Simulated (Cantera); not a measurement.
What does this Cantera script print?

```python
import numpy as np
import cantera as ct

gas_names = """
    AL ALCL ALCL2 ALCL3 ALN AL2 AL2CL6 CL CL2 N N2
""".split()
cond_names = """
    AL(cr) AL(L) ALCL3(s) ALCL3(L) ALN(s)
""".split()


# ... load() reads the species with a 1 bar reference pressure and builds the phases ...
atoms = {
    'AlCl3': {'AL': 1, 'CL': 3},
    'N2': {'N': 2},
}
top_T = {'ALN(s)': 2750}  # K; cautious upper limits of use, not melting points


# ... equilibrate(T, P, feed) seeds the gas with the atoms and calls Mixture.equilibrate('TP', solver="vcs", rtol=1e-11, max_steps=5000) ...
results = []
feed = {'AlCl3': 1, 'N2': 70}  # mol
P = 390  # Pa
for T in [998, 1073, 1148, 1223, 1298, 1373, 1448, 1523, 1598, 1673, 1748, 1823]:
    mix = equilibrate(T, P, feed)
    results.append((T, P, feed, dict(zip(mix.species_names, mix.species_moles))))

top = {s: max(r[3][s] / sum(r[3][g] for g in gas_names) for r in results) for s in gas_names}
cols = sorted((s for s in top if top[s] > 1e-05), key=lambda s: -top[s])[:5]
seen = [c for c in cond_names if any(r[3].get(c, 0) > 1e-12 for r in results)]
print("log10 of partial pressures in bar; condensed amounts in mol")
print(f"{'T/K':>10s}" + "".join(f"{s[:9]:>10s}" for s in cols + seen))
for T, P, feed, n in results:
    ng = sum(n[g] for g in gas_names)
    print(f"{T:10.4g}" + "".join(f"{np.log10(max(n[s] / ng * P / 1e5, 1e-99)):10.3f}" for s in cols)
          + "".join(f"{n.get(c, 0):10.4g}" for c in seen))
```

It prints:

```
log10 of partial pressures in bar; condensed amounts in mol
       T/K        N2     ALCL3        CL      ALCL     ALCL2
       998    -2.415    -4.260    -9.606   -12.805    -9.605
      1073    -2.415    -4.260    -8.828   -11.517    -8.829
      1148    -2.415    -4.260    -8.151   -10.399    -8.155
      1223    -2.415    -4.260    -7.555    -9.421    -7.566
      1298    -2.415    -4.261    -7.024    -8.564    -7.049
      1373    -2.415    -4.262    -6.547    -7.812    -6.596
      1448    -2.415    -4.266    -6.112    -7.153    -6.199
      1523    -2.415    -4.274    -5.714    -6.577    -5.852
      1598    -2.416    -4.291    -5.348    -6.073    -5.553
      1673    -2.416    -4.324    -5.015    -5.634    -5.299
      1748    -2.417    -4.387    -4.716    -5.253    -5.093
      1823    -2.419    -4.503    -4.459    -4.930    -4.947
```

Equilibrium computed with Cantera from the NASA thermochemical tables; the gas is ideal and each condensed phase is pure. The tables' values for AlCl2 are old estimates; treat these amounts as uncertain.
